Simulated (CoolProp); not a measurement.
1000 sccm (0 °C, 1 atm) of nitrogen bubbles through liquid dimethyl carbonate at 341 K and leaves saturated at a total pressure of 0.15 MPa (ideal gas phase). Each further row changes one setting.

Values from CoolProp's reference Helmholtz-energy equation of state, Zhou 2011.

| case | vapour pressure (kPa) | mole fraction of vapour | delivery (mg/min) | delivery (sccm) | change of delivery for a bath 1 K warmer (%) |
|---|---|---|---|---|---|
| as stated | 47.1 | 0.314 | 1840 | 458 | 5.6 |
| bath temperature 346 K | 56.6 | 0.377 | 2430 | 605 | 6.0 |
| total pressure 0.3 MPa | 47.1 | 0.157 | 749 | 186 | 4.5 |
